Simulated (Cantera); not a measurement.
Equilibrium for metals in furnace atmospheres: Fe + CO₂ + H₂

A closed system holds: 1 mol Fe, 9.5 mol CO₂, 72 mol H₂, held at 96000 Pa.

These are equilibrium values from Cantera (NASA tables, ideal gas, pure condensed phases), not measurements of a reactor. Candidate condensed phases: C, C₆H₆, C₇H₈, C₈H₁₈, Fe, Fe(CO)₅, FeO, Fe(OH)₂, Fe(OH)₃, Fe₂O₃, Fe₃O₄, H₂O; 114 gas species. Kinetics and transport are ignored.

```
T (°C)   x H₂  x H₂O    x CO     x CH₄    x CO₂       x H  n Fe(α)  n Fe(γ)  n Fe(δ)
------  -----  -----  ------  --------  -------  --------  -------  -------  -------
700     0.757  0.122  0.0798    0.0209   0.0207  9.60e-10     1.00        0        0
800     0.778  0.105   0.100   0.00247   0.0146   1.26e-8     1.00        0        0
900     0.778  0.106   0.105  0.000298   0.0112   1.06e-7    1.000        0        0
1000    0.776  0.108   0.108   4.80e-5  0.00901   6.41e-7        0    1.000        0
1100    0.774  0.109   0.109   1.01e-5  0.00746   2.99e-6        0    1.000        0
1200    0.773  0.110   0.110   2.62e-6  0.00635   1.14e-5        0    1.000        0
1300    0.772  0.111   0.111   8.10e-7  0.00552   3.65e-5        0    1.000        0
1400    0.772  0.112   0.112   2.89e-7  0.00489  0.000102        0        0    0.999
```
x: gas mole fraction; n: condensed amount in mol.

From 700 °C to 900 °C the condensed part is Fe(α). From 1000 °C to 1300 °C the condensed part is Fe(γ). At 1400 °C the condensed part is Fe(δ).
